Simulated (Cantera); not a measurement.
# Reactions in the system Al-Br-H

Source: NASA polynomial tables (part measured, part estimated), evaluated in Cantera. Values are per mole of reaction as written; species without (g) are pure solids or liquids, kept so even where they would boil at 1 bar.

3 H₂(g) + 2 AlBr₃(g) ⇌ 6 HBr(g) + 2 Al

```csv
T (K),ΔH° (kJ),ΔS° (J/K),ΔG° (kJ),log10 K
1598,620.8,169.4,350.0,-11.44
1798,622.9,170.7,316.0,-9.18
1998,625.2,171.9,281.8,-7.37
2198,627.6,173.0,247.3,-5.88
2398,630.0,174.1,212.6,-4.63
2598,632.5,175.1,177.6,-3.57
2798,634.9,176.0,142.5,-2.66
```
